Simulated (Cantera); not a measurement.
Charge: 1 mol TiCl4, 0.23 mol CH4, held at 810 Pa.

Equilibrium computed with Cantera from the NASA thermochemical tables; the gas is ideal and each condensed phase is pure. Candidate condensed phases: C, C6H6, C7H8, C8H18, Ti, TiC, TiCl2, TiCl3, TiCl4; 96 gas species. TiC: taken at fixed stoichiometry. The numbers say what is thermodynamically allowed, not how fast it happens.

Problem. Which condensed phases are stable at each of these points (T (K)): 1625, 1650, 1675, 1700, 1725, 1750, 1775, 1800, 1825, 1850?

Solution. 
```tsv
T (K)	condensed phases	Ti condensed (%)
1625	C(graphite) + TiC(s)	2.3
1650	C(graphite) + TiC(s)	1.8
1675	C(graphite) + TiC(s)	1.4
1700	C(graphite) + TiC(s)	1.0
1725	C(graphite) + TiC(s)	0.7
1750	C(graphite) + TiC(s)	0.3
1775	C(graphite)	0.0
1800	C(graphite)	0.0
1825	C(graphite)	0.0
1850	C(graphite)	0.0
```

From 1625 K to 1750 K the condensed part is C(graphite) + TiC(s). From 1775 K to 1850 K the condensed part is C(graphite).
